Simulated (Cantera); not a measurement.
An isothermal, constant-pressure homogeneous reactor starts with H₂ : O₂ : N₂ = 0.0054 : 1 : 4.5 (molar parts), equivalence ratio 0.0027, at 900 K and 1.73 Torr.

Detailed kinetics in Cantera: GRI-Mech 3.0 (53 species, 325 reactions). Radical loss at walls, strong at low pressure, is not modelled. Below about 950 K walls govern HO2 and H2O2 in real vessels.

One state of this run: x H₂ = 1.56e-5; x O₂ = 0.181; x O = 0.000563; x H₂O = 0.000912; x N₂O = 1.92e-10; x H₂O₂ = 7.55e-10. x: mole fraction; the columns are a selection and need not sum to one.

Problem. Which value of t (s) does it belong to?
(A) 0.502
(B) 1.26
(C) 3.17
(D) 7.96

Solution. C, 3.17
